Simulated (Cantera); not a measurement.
# Reactions in the system C-H

Standard-state values (1 bar) from the NASA 1993 polynomials, evaluated with Cantera. Values are per mole of reaction as written; species without (g) are pure solids or liquids, kept so even where they would boil at 1 bar.

2 CH₃(g) → C₂H₆(g)

```csv
T (K),ΔH° (kJ),ΔS° (J/K),ΔG° (kJ),log10 K
723,-382.8,-171.1,-259.1,18.72
823,-382.9,-171.2,-242.0,15.36
923,-382.7,-170.9,-224.9,12.73
1023,-382.3,-170.5,-207.8,10.61
1123,-381.7,-170.0,-190.8,8.87
```

2 CH₄(g) → C₂H₆(g) + H₂(g)

| T (K) | ΔH° (kJ) | ΔS° (J/K) | ΔG° (kJ) | log10 K |
|---|---|---|---|---|
| 723 | 70.8 | -1.5 | 71.9 | -5.19 |
| 823 | 71.8 | -0.2 | 72.0 | -4.57 |
| 923 | 72.6 | 0.8 | 71.9 | -4.07 |
| 1023 | 73.3 | 1.4 | 71.8 | -3.67 |
| 1123 | 73.7 | 1.8 | 71.7 | -3.33 |
